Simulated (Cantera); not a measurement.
A closed system holds: 1 mol CH3F, 0.18 mol F2, held at 0.233 Torr.

Cantera equilibrium calculation (NASA polynomials, part measured and part estimated; ideal gas, pure solids and liquids). Candidate condensed phases: C, C6H6, C7H8, C8H18; 110 gas species. Ions and electrons are included (thermal ionisation). Kinetics and transport are ignored.

Question: Which condensed phases are stable at each of these points (T (K)): 2000, 2500, 3000, 3500, 4000, 4500, 5000?

Answer: 
```csv
T (K),condensed phases,C condensed (%)
2000,C(graphite),99.9
2500,C(graphite),97.7
3000,gas only,0.0
3500,gas only,0.0
4000,gas only,0.0
4500,gas only,0.0
5000,gas only,0.0
```

From 2000 K to 2500 K the condensed part is C(graphite). From 3000 K to 5000 K nothing is condensed.
